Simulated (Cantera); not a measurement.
## Stirred combustor or abatement burner

A perfectly stirred reactor is fed with 17.7 % H2, 13.0 % O2, 69.0 % N2, 0.248 % H2O, equivalence ratio 0.68, at 0.987 atm; it is adiabatic with a 548 K inlet, and is followed from long to short residence time, starting on the burning branch (τ in s: 0.054, 0.028, 0.014, 0.0074, 0.0038, 0.002, 0.001, 0.00052, 0.00027, 0.00014, 7.2e-05, 3.7e-05, 1.9e-05).

Computed with Cantera and the H2/O2 subset of GRI-Mech 3.0, which has no nitrogen chemistry.

| τ (s) | T (K) | x H2 | x O2 | x HO2 | x OH | x H |
|---|---|---|---|---|---|---|
| 0.054 | 1868 | 0.000569 | 0.0452 | 1.96e-6 | 0.00229 | 8.25e-5 |
| 0.028 | 1862 | 0.000860 | 0.0451 | 2.74e-6 | 0.00278 | 0.000154 |
| 0.014 | 1853 | 0.00133 | 0.0451 | 3.98e-6 | 0.00342 | 0.000300 |
| 0.0074 | 1842 | 0.00199 | 0.0451 | 5.59e-6 | 0.00412 | 0.000555 |
| 0.0038 | 1824 | 0.00299 | 0.0453 | 7.86e-6 | 0.00492 | 0.00104 |
| 0.0020 | 1800 | 0.00434 | 0.0455 | 1.07e-5 | 0.00573 | 0.00188 |
| 0.0010 | 1762 | 0.00632 | 0.0461 | 1.44e-5 | 0.00655 | 0.00343 |
| 0.00052 | 1713 | 0.00872 | 0.0469 | 1.84e-5 | 0.00712 | 0.00580 |
| 0.00027 | 1649 | 0.0117 | 0.0483 | 2.31e-5 | 0.00736 | 0.00933 |
| 0.00014 | 1569 | 0.0154 | 0.0505 | 2.87e-5 | 0.00713 | 0.0141 |
| 7.2e-5 | 1470 | 0.0212 | 0.0542 | 3.63e-5 | 0.00637 | 0.0198 |
| 3.7e-5 | 1342 | 0.0342 | 0.0621 | 4.93e-5 | 0.00496 | 0.0242 |
| 1.9e-5 | 548 | 0.177 | 0.130 | <1e-12 | <1e-12 | <1e-12 |
x: mole fraction; the columns are a selection and need not sum to one.
